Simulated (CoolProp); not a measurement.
R236EA at several states: density (kg/m³) from the reference equation and from simpler models built on Tc = 139.3 °C, pc = 3414 kPa, ω = 0.368; each cubic takes its own stable root.

Model: reference Helmholtz-energy equation of state, Rui 2013, in CoolProp.

| T (°C) | p (kPa) | phase | reference | van der Waals | Redlich-Kwong | Soave-Redlich-Kwong | Peng-Robinson |
|---|---|---|---|---|---|---|---|
| 119.75 | 37.9 | gas | 1.772 | 1.770 | 1.772 | 1.772 | 1.773 |
| 24.05 | 119 | gas | 7.635 | 7.492 | 7.551 | 7.589 | 7.603 |
| 9.55 | 92 | gas | 6.186 | 6.070 | 6.115 | 6.144 | 6.153 |
| 119.35 | 3360 | liquid | 1039 | 638.1 | 824.5 | 869.7 | 977.6 |
| 75.55 | 1090 | liquid | 1245 | 68.53 | 72.25 | 1099 | 1248 |

At some of these states van der Waals, Redlich-Kwong gives the other phase, because its saturation line lies elsewhere.
